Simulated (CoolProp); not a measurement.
Vapour-liquid equilibrium of ethylene (1) + isobutane (2) at 0.0564 MPa; x and y are mole fractions of (1).

Values from CoolProp's multi-fluid Helmholtz-energy mixture model, Smukala 2000 and Bücker 2006; pair parameters Bell 2016.

```
x     bubble temperature (°C)  y at the bubble point  dew temperature at overall composition x (°C)  liquid density (mol/L)
----  -----------------------  ---------------------  ---------------------------------------------  ----------------------
0.05                    -50.3                  0.716                                          -26.9                   11.16
0.2                     -81.3                  0.970                                          -30.6                   12.58
0.35                    -93.7                  0.992                                          -34.9                   13.83
0.5                    -100.9                  0.997                                          -40.1                   15.14
0.65                   -105.9                  0.999                                          -46.7                   16.58
0.8                    -109.6                  1.000                                          -56.1                   18.20
0.95                   -112.3                  1.000                                          -75.4                   20.04
```

No azeotrope shows between x = 0.05 and 0.95.

The pair parameters rest on a limited set of measurements; away from them the model extrapolates.
